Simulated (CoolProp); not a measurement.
Model: reference Helmholtz-energy equation of state, Span 2000, in CoolProp.

Q: For nitrogen, give the phase and the cp (kJ/(kg K)), cv (kJ/(kg K)), Joule-Thomson coefficient (K/MPa) at 286.3 K and 8.64 bar; 723.2 K and 9.82 bar; 479.8 K and 0.334 bar.

A: 
- 286.3 K and 8.64 bar: gas; cp 1.06, cv 0.745, Joule-Thomson coefficient 2.28
- 723.2 K and 9.82 bar: gas; cp 1.11, cv 0.807, Joule-Thomson coefficient -0.278
- 479.8 K and 0.334 bar: gas; cp 1.05, cv 0.756, Joule-Thomson coefficient 0.499
